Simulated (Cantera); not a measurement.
A freely propagating, adiabatic, planar premixed flame of 3.61 % CH₄, 3.17 % C₂H₆, 21.1 % O₂, 67.4 % N₂, 4.69 % CO₂, equivalence ratio 0.87, unburnt at 350 K and 13300 Pa; mixture-averaged transport, grid criteria slope 0.08 and curve 0.16, no radiation.

Cantera simulation using GRI-Mech 3.0 (53 species, 325 reactions); the numbers are that mechanism's predictions, not measurements. Burning velocities carry a grid error of a few per cent, more on coarse grids.

### Question
Predict: laminar burning velocity; thermal thickness; peak x(C₂H₄); peak x(C₂H); peak x(CO).

### Answer
laminar burning velocity: 66.3 cm/s
thermal thickness: 2.27 mm
peak x(C₂H₄): 0.00223
peak x(C₂H): 3.08e-7
peak x(CO): 0.0573
